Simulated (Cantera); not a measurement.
# Thermodynamics of chemical vapour transport, feed Si + Br2 + H2

Charge: 1 mol Si, a varied amount of Br2, 0.82 mol H2, at 802 °C and 3.00 bar.

Method: chemical equilibrium by Gibbs-energy minimisation in Cantera with the NASA 1993 tables (ideal gas, pure condensed phases). Candidate condensed phases: Br2, Si; 19 gas species. The tables' values for SiBr3 are old estimates; treat these amounts as uncertain. Rates play no part.

From 0.011 mol Br2 to 0.14 mol Br2 the condensed part is Si(s). The main Si-bearing gas is SiBr4 throughout. The share of Si in condensed phases is highest at 0.011 mol Br2 (99.6 %) and lowest at 0.14 mol Br2 (93.1 %).

```json
[
 {"n(Br2) (mol)": "0.011", "x H2": "0.984", "x SiBr4": "0.00233", "x HBr": "0.0115", "x SiHBr3": "0.00146", "x SiH2Br2": "0.000434", "x SiBr2": "0.000172", "x SiBr3": "5.29e-5", "x SiH3Br": "4.56e-5", "n Si(s)": "0.996"},
 {"n(Br2) (mol)": "0.014", "x H2": "0.981", "x SiBr4": "0.00341", "x HBr": "0.0126", "x SiHBr3": "0.00194", "x SiH2Br2": "0.000524", "x SiBr2": "0.000209", "x SiBr3": "7.03e-5", "x SiH3Br": "4.99e-5", "n Si(s)": "0.995"},
 {"n(Br2) (mol)": "0.017", "x H2": "0.979", "x SiBr4": "0.00455", "x HBr": "0.0135", "x SiHBr3": "0.00241", "x SiH2Br2": "0.000603", "x SiBr2": "0.000241", "x SiBr3": "8.73e-5", "x SiH3Br": "5.34e-5", "n Si(s)": "0.993"},
 {"n(Br2) (mol)": "0.022", "x H2": "0.974", "x SiBr4": "0.00654", "x HBr": "0.0148", "x SiHBr3": "0.00315", "x SiH2Br2": "0.000720", "x SiBr2": "0.000289", "x SiBr3": "0.000115", "x SiH3Br": "5.81e-5", "n Si(s)": "0.991"},
 {"n(Br2) (mol)": "0.027", "x H2": "0.970", "x SiBr4": "0.00861", "x HBr": "0.0158", "x SiHBr3": "0.00387", "x SiH2Br2": "0.000823", "x SiBr2": "0.000332", "x SiBr3": "0.000141", "x SiH3Br": "6.19e-5", "n Si(s)": "0.988"},
 {"n(Br2) (mol)": "0.035", "x H2": "0.964", "x SiBr4": "0.0120", "x HBr": "0.0171", "x SiHBr3": "0.00495", "x SiH2Br2": "0.000967", "x SiBr2": "0.000392", "x SiBr3": "0.000181", "x SiH3Br": "6.66e-5", "n Si(s)": "0.984"},
 {"n(Br2) (mol)": "0.044", "x H2": "0.958", "x SiBr4": "0.0159", "x HBr": "0.0183", "x SiHBr3": "0.00610", "x SiH2Br2": "0.00111", "x SiBr2": "0.000451", "x SiBr3": "0.000224", "x SiH3Br": "7.08e-5", "n Si(s)": "0.980"},
 {"n(Br2) (mol)": "0.055", "x H2": "0.950", "x SiBr4": "0.0208", "x HBr": "0.0195", "x SiHBr3": "0.00742", "x SiH2Br2": "0.00125", "x SiBr2": "0.000516", "x SiBr3": "0.000273", "x SiH3Br": "7.47e-5", "n Si(s)": "0.974"},
 {"n(Br2) (mol)": "0.07", "x H2": "0.940", "x SiBr4": "0.0275", "x HBr": "0.0208", "x SiHBr3": "0.00910", "x SiH2Br2": "0.00143", "x SiBr2": "0.000593", "x SiBr3": "0.000337", "x SiH3Br": "7.89e-5", "n Si(s)": "0.967"},
 {"n(Br2) (mol)": "0.088", "x H2": "0.929", "x SiBr4": "0.0356", "x HBr": "0.0220", "x SiHBr3": "0.0110", "x SiH2Br2": "0.00160", "x SiBr2": "0.000674", "x SiBr3": "0.000409", "x SiH3Br": "8.26e-5", "n Si(s)": "0.957"},
 {"n(Br2) (mol)": "0.11", "x H2": "0.915", "x SiBr4": "0.0454", "x HBr": "0.0232", "x SiHBr3": "0.0131", "x SiH2Br2": "0.00178", "x SiBr2": "0.000762", "x SiBr3": "0.000491", "x SiH3Br": "8.59e-5", "n Si(s)": "0.946"},
 {"n(Br2) (mol)": "0.14", "x H2": "0.898", "x SiBr4": "0.0587", "x HBr": "0.0245", "x SiHBr3": "0.0157", "x SiH2Br2": "0.00199", "x SiBr2": "0.000866", "x SiBr3": "0.000595", "x SiH3Br": "8.89e-5", "n Si(s)": "0.931"}
]
```
x: gas mole fraction; n: condensed amount in mol.
